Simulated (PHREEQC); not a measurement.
Model water analysis in mg/kgw, 25 °C, pH 2.09, pe 11.1: Na 239; K 37.2; Ca 218; Mg 123; Cl 402; S(6) as SO4 1960; Fe(3) 67.5; O(0) (dissolved oxygen) 4.05.

Na is adjusted to close the charge balance.
Valence states are taken as typed.

The numbers come from PHREEQC with the ion-association model, phreeqc.dat.

Each row changes one thing in this solution. This is a speciation only: nothing precipitates in the calculation.

```
case                                             ionic strength (mol/kgw)  SO4-2 (mol/kgw)  HSO4- (mol/kgw)  Ca+2 (mol/kgw)  Mg+2 (mol/kgw)  MgSO4 (mol/kgw)  SI of Jarosite-K (KFe3(SO4)2(OH)6)  SI of Gypsum (CaSO4:2H2O)
-----------------------------------------------  ------------------------  ---------------  ---------------  --------------  --------------  ---------------  ----------------------------------  -------------------------
as made                                                            0.0564           0.0109          0.00469         0.00384         0.00331          0.00174                               -0.49                      -0.49
Fe(3) from 67.5 to 135 mg/kgw                                      0.0544           0.0101          0.00442         0.00390         0.00337                …                                   …                      -0.50
all concentrations times 2 at the same typed pH                     0.109           0.0211                …         0.00706         0.00597                …                                   …                      -0.11
```

Problem. Fill in the missing entries.

Solution. 
- Fe(3) from 67.5 to 135 mg/kgw, MgSO4 (mol/kgw): 0.00169
- Fe(3) from 67.5 to 135 mg/kgw, SI of Jarosite-K (KFe3(SO4)2(OH)6): +0.44
- all concentrations times 2 at the same typed pH, HSO4- (mol/kgw): 0.00778
- all concentrations times 2 at the same typed pH, MgSO4 (mol/kgw): 0.00415
- all concentrations times 2 at the same typed pH, SI of Jarosite-K (KFe3(SO4)2(OH)6): +0.36

Species that the database lacks are ignored. Some of these states are supersaturated (in Hematite (slow to form), Goethite (slow to form), Jarosite-K, for instance).
